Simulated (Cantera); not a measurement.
Mixture: CH4 : C2H6 : C3H8 : O2 : N2 : H2O = 1 : 0.15 : 0.031 : 1.91 : 7.2 : 0.79 (molar parts), at 760 Torr, adiabatic and at constant volume. Ignition delay is the time to a rise of 400 K.

Cantera simulation using GRI-Mech 3.0 (53 species, 325 reactions); the numbers are that mechanism's predictions, not measurements.

```json
[
 {"quantity": "delay at 1125 K", "before": "10.2 ms", "after": "11.1 ms"},
 {"quantity": "delay at 1325 K", "before": "0.981 ms", "after": "0.916 ms"},
 {"quantity": "delay at 1525 K", "before": "0.151 ms", "after": "0.130 ms"},
 {"quantity": "delay at 1725 K", "before": "37.9 µs", "after": "33.6 µs"},
 {"quantity": "delay at 1925 K", "before": "14.7 µs", "after": "13.5 µs"},
 {"quantity": "apparent activation energy between 1825 and 2025 K", "before": "120 kJ/mol", "after": "120 kJ/mol"}
]
```

Question: Which change was made?
A) constant pressure in place of constant volume
B) C3H8 0.031 to 0.074 parts
C) C2H6 0.15 to 0.079 parts
D) pressure from 760 Torr to 9750 Torr

Answer: B, C3H8 0.031 to 0.074 parts
